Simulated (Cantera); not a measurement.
An adiabatic, constant-volume homogeneous reactor starts with CH₄ : O₂ : N₂ : H₂O = 1 : 3.39 : 12.7 : 1.8 (molar parts), equivalence ratio 0.59, at 1123 K and 1200000 Pa. Integrator tolerance rtol = 1e-08.

Detailed kinetics in Cantera: GRI-Mech 3.0 (53 species, 325 reactions). The pressure lies above the range GRI-Mech 3.0 was tuned for (to about 10 atm).

Question: What does this change do: pressure from 1200000 Pa to 420000 Pa?

Answer: 
```
quantity                                                          before                                  after
---------------------------------  -------------------------------------  -------------------------------------
time of steepest temperature rise                                8.72 ms                                26.8 ms
temperature at 0.500 s                                            2409 K                                 2395 K
equilibrium temperature                                           2409 K                                 2395 K
x(CH₄) at 0.500 s                  <1e-12 (gas-phase equilibrium <1e-12)  <1e-12 (gas-phase equilibrium <1e-12)
x(O₂) at 0.500 s                   0.0675 (gas-phase equilibrium 0.0675)  0.0676 (gas-phase equilibrium 0.0676)
x(H₂O) at 0.500 s                    0.198 (gas-phase equilibrium 0.198)    0.196 (gas-phase equilibrium 0.196)
x(CO₂) at 0.500 s                  0.0519 (gas-phase equilibrium 0.0519)  0.0514 (gas-phase equilibrium 0.0514)
x(C₂H₂) at 0.500 s                 <1e-12 (gas-phase equilibrium <1e-12)  <1e-12 (gas-phase equilibrium <1e-12)
```

Question: What does this change do: initial temperature 1123 to 1550 K?

Answer: 
| quantity | before | after |
|---|---|---|
| time of steepest temperature rise | 8.72 ms | 91.4 µs |
| temperature at 0.500 s | 2409 K | 2690 K |
| equilibrium temperature | 2409 K | 2690 K |
| x(CH₄) at 0.500 s | <1e-12 (gas-phase equilibrium <1e-12) | <1e-12 (gas-phase equilibrium <1e-12) |
| x(O₂) at 0.500 s | 0.0675 (gas-phase equilibrium 0.0675) | 0.0643 (gas-phase equilibrium 0.0643) |
| x(H₂O) at 0.500 s | 0.198 (gas-phase equilibrium 0.198) | 0.191 (gas-phase equilibrium 0.191) |
| x(CO₂) at 0.500 s | 0.0519 (gas-phase equilibrium 0.0519) | 0.0486 (gas-phase equilibrium 0.0486) |
| x(C₂H₂) at 0.500 s | <1e-12 (gas-phase equilibrium <1e-12) | <1e-12 (gas-phase equilibrium <1e-12) |
